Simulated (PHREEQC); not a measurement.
Consider water at 25 °C with 0.98 mol/kgw H2SO4, 0.01 mol/kgw K2SO4 and 4.4e-05 mol/kgw H4SiO4. Closed to the air; pH follows from the charge balance.

Computed with PHREEQC (Pitzer model, pitzer.dat).

Each row changes one thing in this solution. Precipitation was switched off in this run.

```json
[
 {"case": "as made", "pH": "-0.08", "ionic strength (mol/kgw)": "1.45", "HSO4- (mol/kgw)": "0.758", "SO4-2 (mol/kgw)": "0.232", "SI of Arcanite (K2SO4)": "-4.14", "SI of Misenite (K8H6(SO4)7)": "-19.78"},
 {"case": "H4SiO4 left out", "pH": "-0.08", "ionic strength (mol/kgw)": "1.45", "HSO4- (mol/kgw)": "0.758", "SO4-2 (mol/kgw)": "0.232", "SI of Arcanite (K2SO4)": "-4.14", "SI of Misenite (K8H6(SO4)7)": "-19.78"},
 {"case": "H2SO4 replaced by Li2SO4 at the same molality", "pH": "7.17", "ionic strength (mol/kgw)": "2.97", "HSO4- (mol/kgw)": "9.47e-7", "SO4-2 (mol/kgw)": "0.990", "SI of Arcanite (K2SO4)": "-3.46", "SI of Misenite (K8H6(SO4)7)": "-57.88"},
 {"case": "0.019 mol/kgw Na2SO4 added", "pH": "-0.07", "ionic strength (mol/kgw)": "1.48", "HSO4- (mol/kgw)": "0.772", "SO4-2 (mol/kgw)": "0.237", "SI of Arcanite (K2SO4)": "-4.14", "SI of Misenite (K8H6(SO4)7)": "-19.77"},
 {"case": "H4SiO4 replaced by Na2SiO3 at the same molality", "pH": "-0.08", "ionic strength (mol/kgw)": "1.45", "HSO4- (mol/kgw)": "0.758", "SO4-2 (mol/kgw)": "0.232", "SI of Arcanite (K2SO4)": "-4.14", "SI of Misenite (K8H6(SO4)7)": "-19.78"}
]
```

Species that the database lacks are ignored. In brines, pH and single-ion activities rest on the MacInnes convention.
